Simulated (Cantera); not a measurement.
Input: 1 mol CH2F2, 0.012 mol HCl, held at 3.90 mbar.

Method: chemical equilibrium by Gibbs-energy minimisation in Cantera with the NASA 1993 tables (ideal gas, pure condensed phases). Candidate condensed phases: C, C6H6, C7H8, C8H18; 118 gas species. Kinetics and transport are ignored. All values below are at 3098 K.

Base state: HF 0.456, H 0.204, F 0.189, C3 0.0850, C 0.0234, CF 0.0194, C2 0.0121, Cl 0.00389 (mole fractions); condensed: gas only.

Problem. What changes in the equilibrium state with this change: CH2F2 replaced by c-C4F8?

Solution. 
| species | before | after |
|---|---|---|
| F | 0.189 | 0.773 |
| C3 | 0.0850 | 0.0958 |
| CF | 0.0194 | 0.0826 |
| HF | 0.456 | 0.00118 |
| H | 0.204 | 0.000128 |
| C2 | 0.0121 | 0.0131 |
| C | 0.0234 | 0.0243 |
| H2 | 0.00362 | 1.43e-9 |
| C2H2 (acetylene) | 0.000157 | <1e-9 |
The feed counts by its element totals alone.

Problem. What changes in the equilibrium state with this change: pressure from 3.90 mbar to 1.00 mbar?

Solution. 
```csv
species,before,after
H,0.204,0.301
F,0.189,0.286
HF,0.456,0.262
C,0.0234,0.0516
C3,0.0850,0.0602
C2,0.0121,0.0151
CF,0.0194,0.0166
C2H2 (acetylene),0.000157,2.83e-5
C2HF,1.69e-5,3.11e-6
C5,0.00110,0.000250
```
